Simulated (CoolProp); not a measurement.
Values from CoolProp's reference Helmholtz-energy equation of state, Schmidt 1985.

### Question
Give the vapour pressure (MPa), liquid density (kg/m³), vapour Z of saturated oxygen at 123.1, 149 K.

### Answer
```csv
T (K),p (MPa),liquid density (kg/m³),vapour Z
123.1,1.22,953,0.812
149,4.05,694,0.524
```
